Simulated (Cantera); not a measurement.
Charge: 1 mol SiCl4, 760 mol H2, 0.021 mol HCl, equilibrated at 11.0 mbar.

Equilibrium computed with Cantera from the NASA thermochemical tables; the gas is ideal and each condensed phase is pure. Candidate condensed phases: Si; 19 gas species. The numbers say what is thermodynamically allowed, not how fast it happens. All values below are at 875 K.

Base state: H2 0.997, HCl 0.00275, SiCl4 0.000383, SiHCl3 0.000303, SiH2Cl2 2.20e-5 (mole fractions); condensed: Si(s).

Question: What changes in the equilibrium state with this change: pressure from 11.0 mbar to 1.33 mbar?

Answer: 
| species | before | after |
|---|---|---|
| H2 | 0.997 | 0.996 |
| HCl | 0.00275 | 0.00401 |
| SiCl4 | 0.000383 | 0.000211 |
| SiHCl3 | 0.000303 | 0.000114 |
| SiH2Cl2 | 2.20e-5 | 5.67e-6 |
| SiCl2 | 9.68e-6 | 2.06e-5 |
| Si(s), mol | 0.447 | 0.726 |
